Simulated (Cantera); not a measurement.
Feed: 1 mol Cu₂O, 5.7 mol CH₄, 9.5 mol N₂, held at 1873 K and 0.353 Torr.

Method: chemical equilibrium by Gibbs-energy minimisation in Cantera with the NASA 1993 tables (ideal gas, pure condensed phases). Candidate condensed phases: C, C₆H₆, C₇H₈, C₈H₁₈, Cu, CuO, Cu(OH)₂, Cu₂O, H₂O; 139 gas species. The numbers say what is thermodynamically allowed, not how fast it happens.

Base state: H₂ 0.460, N₂ 0.392, Cu 0.0828, CO 0.0414, H 0.0202, HCN 0.00367, HNC 0.000163, C₂H₂ (acetylene) 0.000144 (mole fractions); condensed: C(graphite).

Q: What changes in the equilibrium state with this change: N₂ from 9.5 to 0.57 mol?

A: 
| species | before | after |
|---|---|---|
| H₂ | 0.460 | 0.738 |
| Cu | 0.0828 | 0.132 |
| CO | 0.0414 | 0.0659 |
| N₂ | 0.392 | 0.0368 |
| H | 0.0202 | 0.0256 |
| HNC | 0.000163 | 6.33e-5 |
| HCN | 0.00367 | 0.00143 |
| Cu₂ | 6.87e-6 | 1.74e-5 |
| C₂H₂ (acetylene) | 0.000144 | 0.000230 |
| C(graphite), mol | 4.60 | 4.67 |
